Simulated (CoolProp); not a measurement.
Properties of 1-butene along the isobar 4.83 MPa.

Values from CoolProp's reference Helmholtz-energy equation of state, Lemmon 2005. It is a short technical equation, of lower accuracy than the large ones.

```csv
T (°C),phase,density (kg/m³),cv (kJ/(kg K)),expansivity (1/kK),fugacity coefficient
-109.95,liquid,739.3,1.290,1.393,2.038e-5
-95.25,liquid,724.2,1.304,1.413,0.0001017
-80.45,liquid,709.1,1.324,1.441,0.0003865
-65.75,liquid,694.0,1.349,1.476,0.001169
-51.05,liquid,678.9,1.378,1.521,0.002979
-36.35,liquid,663.6,1.411,1.576,0.006614
-21.55,liquid,648.0,1.446,1.644,0.01319
-6.85,liquid,632.2,1.484,1.726,0.02386
7.85,liquid,615.9,1.524,1.826,0.03998
22.55,liquid,599.1,1.567,1.950,0.06281
37.35,liquid,581.4,1.612,2.105,0.09365
52.05,liquid,562.9,1.659,2.302,0.1329
66.75,liquid,543.2,1.708,2.561,0.1810
81.45,liquid,521.8,1.760,2.912,0.2379
96.15,liquid,498.2,1.813,3.419,0.3030
```
